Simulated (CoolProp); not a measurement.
CH2F2 (R32) at 187.12 K and 6.02 MPa is throttled through a valve to 3.74 MPa with no heat exchange. Each further row changes one setting.

Computed with CoolProp (reference Helmholtz-energy equation of state, Tillner-Roth 1997).

| case | temperature change (K) | final density (kg/m³) |
|---|---|---|
| as stated | [?] | 1310 |
| outlet pressure 1.12 MPa | [?] | 1300 |
| outlet pressure 4.86 MPa | [?] | 1310 |

Q: Complete the blanks.

A: 
- as stated, temperature change (K): +0.7
- outlet pressure 1.12 MPa, temperature change (K): +1.5
- outlet pressure 4.86 MPa, temperature change (K): +0.4
